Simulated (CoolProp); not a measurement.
Saturation properties of fluorine.

Values from CoolProp's reference Helmholtz-energy equation of state, de Reuck 1990.

```json
[
 {"T (K)": "103.2", "p (MPa)": "(withheld)", "liquid density (kg/m³)": "1364", "vapour density (kg/m³)": "27.24", "enthalpy of vaporisation (kJ/kg)": "154.3", "liquid cp (kJ/(kg K))": "1.610"},
 {"T (K)": "107.5", "p (MPa)": "0.7502", "liquid density (kg/m³)": "1327", "vapour density (kg/m³)": "36.74", "enthalpy of vaporisation (kJ/kg)": "148.5", "liquid cp (kJ/(kg K))": "1.650"},
 {"T (K)": "111.9", "p (MPa)": "1.006", "liquid density (kg/m³)": "(withheld)", "vapour density (kg/m³)": "48.96", "enthalpy of vaporisation (kJ/kg)": "141.9", "liquid cp (kJ/(kg K))": "1.704"},
 {"T (K)": "116.2", "p (MPa)": "1.313", "liquid density (kg/m³)": "1247", "vapour density (kg/m³)": "63.89", "enthalpy of vaporisation (kJ/kg)": "134.7", "liquid cp (kJ/(kg K))": "1.773"},
 {"T (K)": "120.5", "p (MPa)": "1.680", "liquid density (kg/m³)": "1202", "vapour density (kg/m³)": "(withheld)", "enthalpy of vaporisation (kJ/kg)": "126.7", "liquid cp (kJ/(kg K))": "1.870"},
 {"T (K)": "124.8", "p (MPa)": "2.117", "liquid density (kg/m³)": "1153", "vapour density (kg/m³)": "(withheld)", "enthalpy of vaporisation (kJ/kg)": "117.6", "liquid cp (kJ/(kg K))": "2.013"},
 {"T (K)": "129.1", "p (MPa)": "(withheld)", "liquid density (kg/m³)": "1097", "vapour density (kg/m³)": "136.3", "enthalpy of vaporisation (kJ/kg)": "106.9", "liquid cp (kJ/(kg K))": "2.240"},
 {"T (K)": "133.5", "p (MPa)": "3.243", "liquid density (kg/m³)": "1030", "vapour density (kg/m³)": "177.6", "enthalpy of vaporisation (kJ/kg)": "93.48", "liquid cp (kJ/(kg K))": "2.661"}
]
```

**Question.** Fill in the missing entries.

**Answer.** 
- 103.2, p (MPa): 0.5491
- 111.9, liquid density (kg/m³): 1288
- 120.5, vapour density (kg/m³): 82.56
- 124.8, vapour density (kg/m³): 106.1
- 129.1, p (MPa): 2.630

It boils at 85.0 K under 1 atm.
